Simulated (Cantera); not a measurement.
Charge: 1 mol trisilylamine, 22 mol N2, at 0.420 Torr.

These are equilibrium values from Cantera (NASA tables, ideal gas, pure condensed phases), not measurements of a reactor. Candidate condensed phases: Si, Si3N4; 18 gas species. The feed counts by its element totals alone. Rates play no part.

Problem. What share of the Si ends up in condensed phases as a function of T (K), at 1600, 1625, 1650, 1675, 1700, 1725, 1750, 1775, 1800, 1825, 1850, 1875?

Solution. 
| T (K) | Si condensed (%) | as |
|---|---|---|
| 1600 | 99.9 | Si3N4(s) |
| 1625 | 99.7 | Si3N4(s) |
| 1650 | 99.5 | Si(s) |
| 1675 | 99.2 | Si(s) |
| 1700 | 98.8 | Si(l) |
| 1725 | 98.2 | Si(l) |
| 1750 | 97.4 | Si(l) |
| 1775 | 96.2 | Si(l) |
| 1800 | 94.5 | Si(l) |
| 1825 | 92.1 | Si(l) |
| 1850 | 88.8 | Si(l) |
| 1875 | 84.2 | Si(l) |
